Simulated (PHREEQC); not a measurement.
# Hard or scaling water

Make-up at 75 °C: 0.014 mol MgCl2, 0.0018 mol CO2 and 0.069 mol MgSO4 per kg of water. Closed to the air; pH follows from the charge balance.

Model: ion-association model, phreeqc.dat, run in PHREEQC.

No solid was allowed to form.

Problem. Estimate the pH.

Solution. pH 4.74.

Problem. In which forms is Mg present?

Solution. MgSO4 60 %, Mg+2 40 % of the Mg.

Away from 25 °C the constants follow the database's enthalpies or fits; those with neither stay at their 25 °C values.
